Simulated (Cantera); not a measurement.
A Cantera script and what it prints.

```python
import numpy as np
import cantera as ct

gas_names = [...]  # 169 gases of nasa_gas.yaml made of C, H, N, O
cond_names = """
    C(gr) C6H6(L) C7H8(L) C8H18(L),n-octa H2O(s) H2O(L)
""".split()


# ... load() reads the species with a 1 bar reference pressure and builds the phases ...
atoms = {
    'C2H6': {'C': 2, 'H': 6},
    'H2O': {'H': 2, 'O': 1},
    'N2': {'N': 2},
}
top_T = {'C(gr)': 4500}  # K; cautious upper limits of use, not melting points


# ... equilibrate(T, P, feed) seeds the gas with the atoms and calls Mixture.equilibrate('TP', solver="vcs", rtol=1e-11, max_steps=5000) ...
results = []
feed = {'C2H6': 1, 'H2O': 0.22, 'N2': 0.23}  # mol
P = 3900  # Pa
for T in [2000, 2250, 2500, 2750, 3000, 3250, 3500, 3750, 4000, 4250, 4500, 4750, 5000]:
    mix = equilibrate(T, P, feed)
    results.append((T, P, feed, dict(zip(mix.species_names, mix.species_moles))))
    x = sorted(zip(gas.X, gas.species_names), reverse=True)
    print(f"T = {T:g} K  P = {P:g} Pa  gas = {mix.phase_moles(0):.4g} mol")
    print("   x: " + "  ".join(f"{s} {v:.3e}" for v, s in x if v > 0.0001))
    print("   condensed (mol): " + ("  ".join(f"{mix.phase(i).name} {mix.phase_moles(i):.4g}"
          for i in range(1, mix.n_phases) if mix.phase_moles(i) > 1e-12) or "none"))
```

Result:

```
T = 2000 K  P = 3900 Pa  gas = 3.684 mol
   x: H2 8.677e-01  N2 6.064e-02  CO 5.972e-02  H 7.671e-03  HCN 3.382e-03  C2H2,acetylene 6.666e-04  HNC 1.922e-04
   condensed (mol): C(gr) 1.762
T = 2250 K  P = 3900 Pa  gas = 3.734 mol
   x: H2 8.380e-01  CO 5.891e-02  N2 5.738e-02  H 3.443e-02  HCN 7.743e-03  C2H2,acetylene 2.805e-03  HNC 6.580e-04
   condensed (mol): C(gr) 1.727
T = 2500 K  P = 3900 Pa  gas = 3.886 mol
   x: H2 7.572e-01  H 1.108e-01  CO 5.662e-02  N2 5.133e-02  HCN 1.396e-02  C2H2,acetylene 8.191e-03  HNC 1.635e-03  CN 1.182e-04
   condensed (mol): C(gr) 1.654
T = 2750 K  P = 3900 Pa  gas = 4.243 mol
   x: H2 5.962e-01  H 2.675e-01  CO 5.185e-02  N2 4.240e-02  HCN 1.985e-02  C2H2,acetylene 1.678e-02  HNC 3.018e-03  C2H 8.725e-04  CN 7.083e-04  C3 4.326e-04  C4H2 1.963e-04
   condensed (mol): C(gr) 1.52
T = 3000 K  P = 3900 Pa  gas = 4.942 mol
   x: H 4.859e-01  H2 3.693e-01  CO 4.452e-02  N2 3.209e-02  C2H2,acetylene 2.298e-02  HCN 2.177e-02  C3 8.000e-03  C2H 5.195e-03  HNC 4.107e-03  CN 2.956e-03  C 1.300e-03  C2 8.126e-04  C4H2 5.963e-04  C5 1.464e-04
   condensed (mol): C(gr) 1.208
T = 3250 K  P = 3900 Pa  gas = 6.233 mol
   x: H 6.508e-01  H2 1.603e-01  C3 5.617e-02  CO 3.529e-02  N2 2.337e-02  HCN 1.538e-02  C2H2,acetylene 1.391e-02  C2H 1.348e-02  C 9.856e-03  CN 8.021e-03  C2 7.089e-03  HNC 3.482e-03  C5 1.479e-03  C4H2 5.040e-04  C4 3.114e-04  CH 2.394e-04
   condensed (mol): none
T = 3500 K  P = 3900 Pa  gas = 7.101 mol
   x: H 7.572e-01  H2 6.413e-02  C3 4.917e-02  CO 3.098e-02  C 3.072e-02  N2 2.241e-02  C2 1.366e-02  CN 1.164e-02  C2H 8.327e-03  HCN 6.373e-03  C2H2,acetylene 2.240e-03  HNC 1.685e-03  C5 5.354e-04  CH 3.412e-04  C4 2.307e-04  N 1.679e-04
   condensed (mol): none
T = 3750 K  P = 3900 Pa  gas = 7.7 mol
   x: H 7.810e-01  C 7.325e-02  C3 3.083e-02  CO 2.857e-02  H2 2.367e-02  N2 2.099e-02  C2 1.909e-02  CN 1.413e-02  C2H 3.930e-03  HCN 2.358e-03  HNC 7.121e-04  N 4.927e-04  CH 3.734e-04  C2H2,acetylene 2.986e-04  C5 1.242e-04  C4 1.121e-04
   condensed (mol): none
T = 4000 K  P = 3900 Pa  gas = 8.172 mol
   x: H 7.672e-01  C 1.297e-01  CO 2.692e-02  N2 1.999e-02  C2 1.752e-02  CN 1.394e-02  C3 1.160e-02  H2 9.035e-03  C2H 1.333e-03  N 1.271e-03  HCN 7.851e-04  CH 3.196e-04  HNC 2.663e-04
   condensed (mol): none
T = 4250 K  P = 3900 Pa  gas = 8.464 mol
   x: H 7.524e-01  C 1.702e-01  CO 2.599e-02  N2 1.993e-02  CN 1.115e-02  C2 1.020e-02  H2 3.829e-03  N 2.995e-03  C3 2.435e-03  C2H 3.213e-04  HCN 2.397e-04  CH 2.201e-04
   condensed (mol): none
T = 4500 K  P = 3900 Pa  gas = 8.597 mol
   x: H 7.452e-01  C 1.881e-01  CO 2.557e-02  N2 1.956e-02  CN 7.893e-03  N 6.375e-03  C2 4.748e-03  H2 1.811e-03  C3 3.974e-04  CH 1.381e-04
   condensed (mol): none
T = 4750 K  P = 3900 Pa  gas = 8.671 mol
   x: H 7.407e-01  C 1.953e-01  CO 2.528e-02  N2 1.782e-02  N 1.208e-02  CN 5.302e-03  C2 2.159e-03  H2 9.314e-04
   condensed (mol): none
T = 5000 K  P = 3900 Pa  gas = 8.733 mol
   x: H 7.363e-01  C 1.984e-01  CO 2.485e-02  N 2.022e-02  N2 1.450e-02  CN 3.429e-03  C2 1.024e-03  H2 5.112e-04  O 3.373e-04  Electron 1.322e-04  C+ 1.302e-04
   condensed (mol): none
```

These are equilibrium values from Cantera (NASA tables, ideal gas, pure condensed phases), not measurements of a reactor.
